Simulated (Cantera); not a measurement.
Input: 1 mol Pb, 1.8 mol O₂, 2.9 mol N₂, held at 1.00 bar.

Method: chemical equilibrium by Gibbs-energy minimisation in Cantera with the NASA 1993 tables (ideal gas, pure condensed phases). Candidate condensed phases: Pb, PbO, PbO₂, Pb₃O₄; 12 gas species. Rates play no part. All values below are at 652 °C.

Base state: N₂ 0.690, O₂ 0.310, NO 1.46e-5 (mole fractions); condensed: PbO(yellow).

**Question.** What changes in the equilibrium state with this change: Pb replaced by Fe(CO)₅?

**Answer.** 
```tsv
species	before	after
N₂	0.690	0.367
CO₂	0	0.329
CO	0	0.304
O₂	0.310	<1e-9
NO	1.46e-5	<1e-9
PbO(yellow), mol	1.00	0
FeO(s), mol	0	1.00
```
The tables' stoichiometric FeO is somewhat more stable than real wüstite, so its field is too wide. FeO: taken at fixed stoichiometry. Further candidate phases: C, Fe, Fe(CO)₅, FeO, Fe₂O₃, Fe₃O₄.
